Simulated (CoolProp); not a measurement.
Values from CoolProp's reference Helmholtz-energy equation of state, Penoncello 2003.

For CHF3 (R23), give the phase and the Z, cp (kJ/(kg K)), speed of sound (m/s), viscosity (µPa s) at 172.8 K and 0.0764 MPa; 172.8 K and 0.199 MPa; 172.8 K and 9.26 MPa.


- 172.8 K and 0.0764 MPa: liquid; Z 0.00246, cp 1.21, speed of sound 923, viscosity 422
- 172.8 K and 0.199 MPa: liquid; Z 0.00641, cp 1.21, speed of sound 923, viscosity 423
- 172.8 K and 9.26 MPa: liquid; Z 0.295, cp 1.20, speed of sound 965, viscosity 456

Viscosity comes from a separate model (Shan 2000).
